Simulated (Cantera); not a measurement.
Input: 1 mol SiC, 0.91 mol N2O, 850 mol N2, equilibrated at 998.15 K and 4.90 Pa.

Method: chemical equilibrium by Gibbs-energy minimisation in Cantera with the NASA 1993 tables (ideal gas, pure condensed phases). Candidate condensed phases: C, Si, SiC, SiO2, Si2N2O, Si3N4; 34 gas species. The numbers say what is thermodynamically allowed, not how fast it happens.

Base state: N2 1.000, CO 0.000482 (mole fractions); condensed: C(graphite) + Si2N2O(s).

Problem. What changes in the equilibrium state with this change: pressure from 4.90 Pa to 1 atm?

Solution. 
```tsv
species	before	after
N2	1.000	1.000
CO	0.000482	0.000361
C(graphite), mol	0.590	0.693
Si2N2O(s), mol	0.500	0.466
SiO2(β-quartz), mol	0	0.0687
```

Problem. What changes in the equilibrium state with this change: 0.27 mol CO2 added?

Solution. 
```tsv
species	before	after
N2	1.000	0.999
CO	0.000482	0.00112
C(graphite), mol	0.590	0.320
Si2N2O(s), mol	0.500	0.500
```

Problem. What changes in the equilibrium state with this change: temperature from 998.15 K to 1873.15 K?

Solution. 
```tsv
species	before	after
N2	1.000	0.998
Si	<1e-9	0.00114
CO	0.000482	0.00107
SiC2	<1e-9	2.49e-5
CN	<1e-9	1.37e-5
C(graphite), mol	0.590	0.0331
Si2N2O(s), mol	0.500	0
```
